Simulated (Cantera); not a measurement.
Cantera run, input and output.

```python
import numpy as np
import cantera as ct

gas = ct.Solution("SiF4_NH3_mec.yaml", "gas")
gas.TPX = 2198, 2666, {'NH3': 1, 'H2': 0.25}
reactor = ct.IdealGasConstPressureReactor(gas, energy="off", clone=False)
net = ct.ReactorNet([reactor])
net.rtol, net.atol = 1e-08, 1e-18
show = ['NH3', 'H2', 'NH', 'H', 'N2H2']
times = np.geomspace(8e-06, 2, 11)

steps = ct.SolutionArray(gas, extra=["t"])
rows = []
print(f"{'t/s':>10s}{'T/K':>9s}{'P/Pa':>11s}" + "".join(f"{s:>11s}" for s in show))
for t in times:
    while net.time < t:
        t_next = net.step()
        steps.append(gas.state, t=t_next)
    rows.append([np.interp(t, steps.t, y) for y in (steps.T, steps.P, *steps(*show).X.T)])
    print(f"{t:10.3e}{rows[-1][0]:9.1f}{rows[-1][1]:11.4g}" + "".join(f"{x:11.3e}" for x in rows[-1][2:]))
rate = np.gradient(steps.T, steps.t)
print("integrator steps:", len(steps.t))
if steps.T.max() > steps.T[0] + 200:
    print(f"time of steepest temperature rise: {steps.t[rate.argmax()]:.4e} s")
gas.TPX = 2198, 2666, {'NH3': 1, 'H2': 0.25}
gas.equilibrate("TP")
print(f"equilibrium (TP): T = {gas.T:.1f} K  " + "  ".join(f"{s} {gas[s].X[0]:.3e}" for s in show))
```

It prints:

```
       t/s      T/K       P/Pa        NH3         H2         NH          H       N2H2
 8.000e-06   2198.0       2666  8.000e-01  2.000e-01  1.106e-09  3.719e-06  7.556e-11
 2.773e-05   2198.0       2666  7.999e-01  2.000e-01  2.597e-08  8.458e-06  2.673e-09
 9.609e-05   2198.0       2666  7.996e-01  2.001e-01  5.355e-07  2.480e-05  6.096e-08
 3.330e-04   2198.0       2666  7.986e-01  2.004e-01  7.323e-06  8.017e-05  1.204e-06
 1.154e-03   2198.0       2666  7.940e-01  2.025e-01  4.557e-05  2.158e-04  1.372e-05
 4.000e-03   2198.0       2666  7.735e-01  2.171e-01  6.003e-05  2.717e-04  1.937e-05
 1.386e-02   2198.0       2666  7.064e-01  2.656e-01  6.066e-05  3.362e-04  1.675e-05
 4.804e-02   2198.0       2666  5.271e-01  3.952e-01  5.928e-05  5.342e-04  1.085e-05
 1.665e-01   2198.0       2666  2.259e-01  6.129e-01  4.776e-05  1.063e-03  3.622e-06
 5.771e-01   2198.0       2666  2.235e-02  7.590e-01  2.273e-05  2.780e-03  2.691e-07
 2.000e+00   2198.0       2666  4.419e-06  7.552e-01  3.869e-07  2.540e-02  3.966e-12
integrator steps: 1514
equilibrium (TP): T = 2198.0 K  NH3 1.211e-07  H2 7.513e-01  NH 1.470e-08  H 2.976e-02  N2H2 4.077e-14
```

Computed with Cantera and the gas-phase N/H chemistry of the illustrative SiF4/NH3 mechanism in the Surface Chemkin manual (1991). Walls and surfaces, which speed up NH3 decomposition in real reactors, are not modelled.
